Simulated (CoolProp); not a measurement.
Vapour-liquid equilibrium of isobutane (1) + isobutene (2) at 359.8 K; x and y are mole fractions of (1).

Model: multi-fluid Helmholtz-energy mixture model, Bücker 2006 and Lemmon 2005; pair parameters Bell 2016, in CoolProp.

```json
[
 {"x": "0.05", "bubble pressure (MPa)": "1.416", "y at the bubble point": "0.055", "dew pressure at overall composition x (MPa)": "1.415", "liquid density (mol/L)": "8.814"},
 {"x": "0.15", "bubble pressure (MPa)": "1.435", "y at the bubble point": "0.161", "dew pressure at overall composition x (MPa)": "1.433", "liquid density (mol/L)": "8.702"},
 {"x": "0.25", "bubble pressure (MPa)": "1.452", "y at the bubble point": "0.265", "dew pressure at overall composition x (MPa)": "1.449", "liquid density (mol/L)": "8.594"},
 {"x": "0.35", "bubble pressure (MPa)": "1.467", "y at the bubble point": "0.366", "dew pressure at overall composition x (MPa)": "1.465", "liquid density (mol/L)": "8.488"},
 {"x": "0.45", "bubble pressure (MPa)": "1.481", "y at the bubble point": "0.465", "dew pressure at overall composition x (MPa)": "1.479", "liquid density (mol/L)": "8.386"},
 {"x": "0.55", "bubble pressure (MPa)": "1.494", "y at the bubble point": "0.564", "dew pressure at overall composition x (MPa)": "1.493", "liquid density (mol/L)": "8.287"},
 {"x": "0.65", "bubble pressure (MPa)": "1.506", "y at the bubble point": "0.661", "dew pressure at overall composition x (MPa)": "1.505", "liquid density (mol/L)": "8.190"},
 {"x": "0.75", "bubble pressure (MPa)": "1.516", "y at the bubble point": "0.758", "dew pressure at overall composition x (MPa)": "1.515", "liquid density (mol/L)": "8.096"},
 {"x": "0.85", "bubble pressure (MPa)": "1.525", "y at the bubble point": "0.855", "dew pressure at overall composition x (MPa)": "1.525", "liquid density (mol/L)": "8.005"},
 {"x": "0.95", "bubble pressure (MPa)": "1.534", "y at the bubble point": "0.952", "dew pressure at overall composition x (MPa)": "1.533", "liquid density (mol/L)": "7.917"}
]
```

No azeotrope shows between x = 0.05 and 0.95.

Pair parameters are fitted to limited data, so mixtures are less certain than the pure fluids.
